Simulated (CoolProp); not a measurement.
The numbers come from the reference Helmholtz-energy equation of state, Thol 2017 in CoolProp.

Problem. Give the vapour pressure (MPa), vapour density (kg/m³), enthalpy of vaporisation (kJ/kg), surface tension (mN/m) of saturated octamethyltrisiloxane (MDM) at 138.95, 148.05, 157.25 °C.

Solution. 
```tsv
T (°C)	p (MPa)	vapour density (kg/m³)	enthalpy of vaporisation (kJ/kg)	surface tension (mN/m)
138.95	0.0701	5.13	159	7.31
148.05	0.0901	6.53	155	6.68
157.25	0.115	8.24	150	6.06
```

Surface tension comes from a separate correlation (Mulero 2014), older than this fluid's equation and unchecked against measurements.
